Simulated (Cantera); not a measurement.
An isothermal, constant-pressure homogeneous reactor starts with CH4 : N2 = 1 : 57 (molar parts), at 1923 K and 0.00286 atm.

Model: GRI-Mech 3.0 (53 species, 325 reactions), integrated in Cantera. GRI-Mech 3.0 stops at C3 and has no aromatics, soot or wall deposition, so with more carbon than oxygen in the feed, carbon stays in small species such as C2H2 where larger ones or solid carbon would form. Radical loss at walls, strong at low pressure, is not modelled.

Question: Predict: x(CH4) at 20.0 s; x(C2H2) at 20.0 s; x(C2H4) at 20.0 s; x(C2H) at 20.0 s; x(H2) at 20.0 s; x(CH2) at 20.0 s.

Answer: 
```json
{
  "x(CH4) at 20.0 s": "1.17e-7 (gas-phase equilibrium 6.47e-9)",
  "x(C2H2) at 20.0 s": "0.00839 (gas-phase equilibrium 0.000592)",
  "x(C2H4) at 20.0 s": "8.57e-9 (gas-phase equilibrium 4.32e-10)",
  "x(C2H) at 20.0 s": "4.45e-6 (gas-phase equilibrium 9.57e-7)",
  "x(H2) at 20.0 s": "0.0249 (gas-phase equilibrium 0.0240)",
  "x(CH2) at 20.0 s": "4.04e-9 (gas-phase equilibrium 2.05e-9)"
}
```
